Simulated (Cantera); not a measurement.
## Gas activation for diamond growth

A perfectly stirred reactor is fed with CH4 : H2 : H = 0.044 : 1 : 0.0037 (molar parts), at 26000 Pa; it is held at 2250 K, and followed from long to short residence time.

Computed with Cantera and GRI-Mech 3.0 (53 species, 325 reactions). GRI-Mech 3.0 stops at C3 and has no aromatics, soot or wall deposition, so with more carbon than oxygen in the feed, carbon stays in small species such as C2H2 where larger ones or solid carbon would form.

```
τ (s)      x CH4   x H2     x H   x C2H4    x C2H    x CH2
------  --------  -----  ------  -------  -------  -------
0.47    0.000509  0.965  0.0142  9.84e-6  1.15e-5  3.03e-6
0.29    0.000643  0.965  0.0141  9.94e-6  1.14e-5  3.76e-6
0.18    0.000816  0.965  0.0140  1.01e-5  1.12e-5  4.68e-6
0.11     0.00105  0.965  0.0139  1.04e-5  1.10e-5  5.86e-6
0.066    0.00137  0.965  0.0137  1.09e-5  1.08e-5  7.39e-6
0.040    0.00180  0.965  0.0135  1.17e-5  1.05e-5  9.24e-6
0.025    0.00232  0.965  0.0132  1.29e-5  1.01e-5  1.13e-5
0.015    0.00307  0.965  0.0129  1.52e-5  9.60e-6  1.40e-5
0.0092   0.00404  0.965  0.0125  1.87e-5  9.03e-6  1.70e-5
```
x: mole fraction; the columns are a selection and need not sum to one.
